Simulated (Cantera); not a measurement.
Input (Python, Cantera) and output of one run.

```python
import numpy as np
import cantera as ct

gas_names = """
    CL CL2 H HCL H2 Si SiCL SiCL2 SiCL3 SiCL4 SiH SiHCL3 SiH2 SiH2CL2 SiH3 SiH3CL SiH4 Si2 Si3
""".split()
cond_names = """
    Si(cr) Si(L)
""".split()


# ... load() reads the species with a 1 bar reference pressure and builds the phases ...
atoms = {
    'SiCl4': {'Si': 1, 'CL': 4},
    'Cl2': {'CL': 2},
    'H2': {'H': 2},
}
top_T = {}  # K; cautious upper limits of use, not melting points


# ... equilibrate(T, P, feed) seeds the gas with the atoms and calls Mixture.equilibrate('TP', solver="vcs", rtol=1e-11, max_steps=5000) ...
results = []
feed = {'SiCl4': 1, 'Cl2': 0.73, 'H2': 1.5}  # mol
T = 900  # K
P = 900000  # Pa
mix = equilibrate(T, P, feed)
results.append((T, P, feed, dict(zip(mix.species_names, mix.species_moles))))
x = sorted(zip(gas.X, gas.species_names), reverse=True)
print(f"T = {T:g} K  P = {P:g} Pa  gas = {mix.phase_moles(0):.4g} mol")
print("   x: " + "  ".join(f"{s} {v:.3e}" for v, s in x if v > 1e-05))
print("   condensed (mol): " + ("  ".join(f"{mix.phase(i).name} {mix.phase_moles(i):.4g}"
      for i in range(1, mix.n_phases) if mix.phase_moles(i) > 1e-12) or "none"))
```

It prints:

```
T = 900 K  P = 900000 Pa  gas = 3.23 mol
   x: HCL 4.525e-01  SiCL4 3.091e-01  H2 2.379e-01  SiHCL3 4.617e-04
   condensed (mol): none
```

These are equilibrium values from Cantera (NASA tables, ideal gas, pure condensed phases), not measurements of a reactor.
